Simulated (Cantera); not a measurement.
**Si + HBr + N2 (silicon etching in halogen gases)**

Charge: 1 mol Si, 16 mol HBr, 0.49 mol N2, held at 64.0 Pa.

Cantera equilibrium calculation (NASA polynomials, part measured and part estimated; ideal gas, pure solids and liquids). Candidate condensed phases: Br2, Si, Si3N4; 28 gas species. The tables' values for SiBr3 are old estimates; treat these amounts as uncertain. Equilibrium is a limit: real reactors are often held back by kinetics, nucleation or transport.

| T (K) | x HBr | x H2 | x Br | x SiBr4 | x SiBr2 | x N2 |
|---|---|---|---|---|---|---|
| 775 | 0.775 | 0.129 | 1.65e-6 | 0.0646 | 3.46e-9 | 0.0316 |
| 825 | 0.775 | 0.129 | 6.85e-6 | 0.0645 | 4.91e-8 | 0.0316 |
| 875 | 0.775 | 0.129 | 2.42e-5 | 0.0645 | 5.10e-7 | 0.0316 |
| 925 | 0.775 | 0.129 | 7.46e-5 | 0.0645 | 4.09e-6 | 0.0316 |
| 975 | 0.775 | 0.129 | 0.000205 | 0.0644 | 2.63e-5 | 0.0316 |
| 1025 | 0.774 | 0.129 | 0.000512 | 0.0641 | 0.000140 | 0.0316 |
| 1075 | 0.774 | 0.129 | 0.00118 | 0.0632 | 0.000629 | 0.0316 |
| 1125 | 0.775 | 0.127 | 0.00253 | 0.0607 | 0.00236 | 0.0315 |
| 1175 | 0.778 | 0.122 | 0.00519 | 0.0544 | 0.00711 | 0.0313 |
| 1225 | 0.783 | 0.113 | 0.0103 | 0.0432 | 0.0164 | 0.0309 |
| 1275 | 0.785 | 0.103 | 0.0195 | 0.0290 | 0.0286 | 0.0304 |
| 1325 | 0.779 | 0.0962 | 0.0345 | 0.0161 | 0.0403 | 0.0297 |
| 1375 | 0.759 | 0.0966 | 0.0557 | 0.00745 | 0.0486 | 0.0292 |
| 1425 | 0.727 | 0.104 | 0.0823 | 0.00299 | 0.0529 | 0.0286 |
x: gas mole fraction; nothing condenses.

From 775 K to 1425 K nothing is condensed. The main Si-bearing gas is SiBr4 at 775 K and SiBr2 at 1425 K.
